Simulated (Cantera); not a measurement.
A closed system holds: 1 mol TiO2, 1.8 mol CH4, 0.51 mol H2, at 86.0 Pa.

Method: chemical equilibrium by Gibbs-energy minimisation in Cantera with the NASA 1993 tables (ideal gas, pure condensed phases). Candidate condensed phases: C, C6H6, C7H8, C8H18, H2O, Ti, TiC, TiO, TiO2, Ti2O3, Ti3O5, Ti4O7; 113 gas species. Kinetics and transport are ignored.

Q: At 2398 K, list the 4 most abundant gas species with their mole fractions, and the condensed phases.

A: H2 0.344, H 0.315, CO 0.219, Ti 0.0976. Condensed: gas only.
